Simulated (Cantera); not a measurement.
Feed: 1 mol Nb₂O₅, a varied amount of H₂, at 1875 K and 0.0133 bar.

Equilibrium computed with Cantera from the NASA thermochemical tables; the gas is ideal and each condensed phase is pure. Candidate condensed phases: H₂O, Nb, NbO, NbO₂, Nb₂O₅; 12 gas species. Mutual solubility and eutectic melting of coexisting phases are not modelled. NbO: taken at fixed stoichiometry. Condensed phases not in the tables: the oxides between NbO₂ and Nb₂O₅. The numbers say what is thermodynamically allowed, not how fast it happens.

Q: At 370 mol H₂, list the 4 most abundant gas species with their mole fractions, and the condensed phases.

A: H₂ 0.986, H₂O 0.00793, H 0.00564, NbO₂ 3.49e-5. Condensed: NbO(s) + NbO₂(s).
